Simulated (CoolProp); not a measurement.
Properties of decamethyltetrasiloxane (MD2M) along the isotherm 600 K.

Values from CoolProp's reference Helmholtz-energy equation of state, Thol 2017.

```tsv
p (MPa)	phase	Z	cp (kJ/(kg K))	cv (kJ/(kg K))	speed of sound (m/s)	isothermal compressibility (1/MPa)	expansivity (1/kK)
0.0181	gas	0.9949	2.035	2.008	126.9	55.53	1.698
0.0371	gas	0.9895	2.036	2.008	126.3	27.24	1.733
0.0763	gas	0.9784	2.039	2.009	124.9	13.40	1.807
0.157	gas	(withheld)	2.044	2.010	121.9	6.680	1.978
0.322	gas	0.9039	2.060	2.014	115.4	3.462	2.423
0.661	gas	0.7800	2.125	2.027	98.28	2.057	4.224
1.36	supercritical	(withheld)	2.913	(withheld)	95.18	0.3651	14.44
2.79	supercritical	0.3494	2.385	2.064	205.5	0.05505	3.827
5.72	supercritical	0.6495	2.292	2.051	303.4	(withheld)	(withheld)
```

Task: Fill in the missing entries.

Result: 
- 0.157, Z: 0.9548
- 1.36, Z: 0.2017
- 1.36, cv (kJ/(kg K)): 2.097
- 5.72, isothermal compressibility (1/MPa): 0.02214
- 5.72, expansivity (1/kK): 2.207
